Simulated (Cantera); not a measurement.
Input: 1 mol CF4, 0.12 mol HCl, a varied amount of H2, held at 625 K and 7.50 Torr.

Equilibrium computed with Cantera from the NASA thermochemical tables; the gas is ideal and each condensed phase is pure. Candidate condensed phases: C, C6H6, C7H8, C8H18; 118 gas species. The numbers say what is thermodynamically allowed, not how fast it happens.

Question: What share of the C ends up in condensed phases as a function of n(H2) (mol), at 2.2, 2.8, 3.6, 4.6, 5.9, 7.5, 9.7?

Answer: 
```csv
n(H2) (mol),C condensed (%),as
2.2,99.6,C(graphite)
2.8,95.1,C(graphite)
3.6,85.2,C(graphite)
4.6,69.9,C(graphite)
5.9,47.5,C(graphite)
7.5,18.1,C(graphite)
9.7,0.0,-
```
